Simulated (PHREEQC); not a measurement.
Solution (25 °C): 0.0098 mol CuSO4, 0.01 mol H2SO4 and 0.0058 mol FeCl3 per kg of water. Closed to the air; pH follows from the charge balance.

Equilibrium calculation in PHREEQC: ion-association model, phreeqc.dat.

Q: The ionic strength comes out as 0.0530 mol/kgw. What activity coefficients do FeOH+2, FeSO4+, Cl-, Fe2(OH)2+4, FeHSO4+2 get?

A: FeOH+2 0.46, FeSO4+ 0.82, Cl- 0.81, Fe2(OH)2+4 0.040, FeHSO4+2 0.45.

No solid was allowed to form. The solution is supersaturated, for example in Hematite (slow to form), Goethite (slow to form), so a real one may precipitate; this is no full list.
